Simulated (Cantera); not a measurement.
**Premixed flame**

A freely propagating, adiabatic, planar premixed flame of 27.4 % H2, 15.2 % O2, 57.3 % N2, unburnt at 325 K and 1.70 bar; unity-Lewis-number transport, grid criteria slope 0.08 and curve 0.16, no radiation.

Computed with Cantera and the H2/O2 subset of GRI-Mech 3.0, which has no nitrogen chemistry. Unity Lewis numbers drop preferential diffusion, which matters most where H2 and H carry the flame. Burning velocities carry a grid error of a few per cent, more on coarse grids.

```
z (mm)   T (K)  u (m/s)    x H2    x O2     x H2O       x O      x OH   x H2O2
-------  -----  -------  ------  ------  --------  --------  --------  -------
-0.476     325     1.78   0.274   0.152   2.23e-7     <1e-8     <1e-8    <1e-8
-0.317     325     1.78   0.274   0.152   6.64e-6     <1e-8     <1e-8  2.12e-8
-0.238     325     1.78   0.274   0.152   4.87e-5   1.42e-8     <1e-8  1.55e-7
-0.159     330     1.81   0.274   0.152  0.000565   1.81e-7   3.11e-8  1.75e-6
-0.0793    444     2.42   0.262   0.146    0.0146   1.49e-5   1.88e-5  2.83e-5
-0.0396    809     4.30   0.217   0.124    0.0637  0.000389  0.000668  3.60e-5
0         1278     6.59   0.126  0.0820     0.153   0.00388   0.00339  1.06e-5
0.0396    1570     7.93  0.0569  0.0477     0.217   0.00893   0.00932  4.31e-6
0.0793    1724     8.60  0.0382  0.0360     0.240   0.00998    0.0129  2.50e-6
0.159     1886     9.29  0.0309  0.0303     0.256   0.00808    0.0147  1.30e-6
0.317     2033     9.90  0.0246  0.0264     0.271   0.00541    0.0146  7.48e-7
0.634     2155     10.4  0.0176  0.0230     0.285   0.00323    0.0130  4.94e-7
1.27      2242     10.7  0.0114  0.0204     0.296   0.00180    0.0107  3.58e-7
```
x: mole fraction of selected species; z is measured from the peak of heat release.

```
Item                        Result
------------------------  --------
laminar burning velocity  178 cm/s
thermal thickness         0.159 mm
peak x(O)                   0.0100
peak x(OH)                  0.0149
peak x(H2O2)               3.98e-5
grid points                    109
```
